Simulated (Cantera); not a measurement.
A closed system holds: 1 mol TiCl4, 1.6 mol CH4, held at 100000 Pa.

Method: chemical equilibrium by Gibbs-energy minimisation in Cantera with the NASA 1993 tables (ideal gas, pure condensed phases). Candidate condensed phases: C, C6H6, C7H8, C8H18, Ti, TiC, TiCl2, TiCl3, TiCl4; 96 gas species. TiC: taken at fixed stoichiometry. Rates play no part.

Task: What share of the Ti ends up in condensed phases as a function of T (°C), at 1127, 1177, 1227, 1277, 1327, 1377, 1427, 1477, 1527, 1577, 1627?

Result: 
| T (°C) | Ti condensed (%) | as |
|---|---|---|
| 1127 | 31.4 | TiC(s) |
| 1177 | 34.6 | TiC(s) |
| 1227 | 37.7 | TiC(s) |
| 1277 | 40.6 | TiC(s) |
| 1327 | 43.5 | TiC(s) |
| 1377 | 46.1 | TiC(s) |
| 1427 | 48.7 | TiC(s) |
| 1477 | 51.0 | TiC(s) |
| 1527 | 53.2 | TiC(s) |
| 1577 | 55.3 | TiC(s) |
| 1627 | 57.2 | TiC(s) |
